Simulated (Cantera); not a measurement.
Input: 1 mol AlN, a varied amount of H₂, held at 2325 K and 0.100 bar.

Cantera equilibrium calculation (NASA polynomials, part measured and part estimated; ideal gas, pure solids and liquids). Candidate condensed phases: Al, AlN; 13 gas species. The numbers say what is thermodynamically allowed, not how fast it happens.

Which condensed phases are stable at each of these points (n(H₂) (mol)): 0.14, 0.18, 0.24, 0.32, 0.43, 0.57, 0.76, 1, 1.3, 1.8, 2.4?


| n(H₂) (mol) | condensed phases | Al condensed (%) |
|---|---|---|
| 0.14 | AlN(s) | 90.8 |
| 0.18 | AlN(s) | 88.2 |
| 0.24 | AlN(s) | 84.3 |
| 0.32 | AlN(s) | 79.0 |
| 0.43 | AlN(s) | 71.8 |
| 0.57 | AlN(s) | 62.7 |
| 0.76 | AlN(s) | 50.2 |
| 1 | AlN(s) | 34.5 |
| 1.3 | AlN(s) | 14.9 |
| 1.8 | gas only | 0.0 |
| 2.4 | gas only | 0.0 |

From 0.14 mol H₂ to 1.3 mol H₂ the condensed part is AlN(s). From 1.8 mol H₂ to 2.4 mol H₂ nothing is condensed.
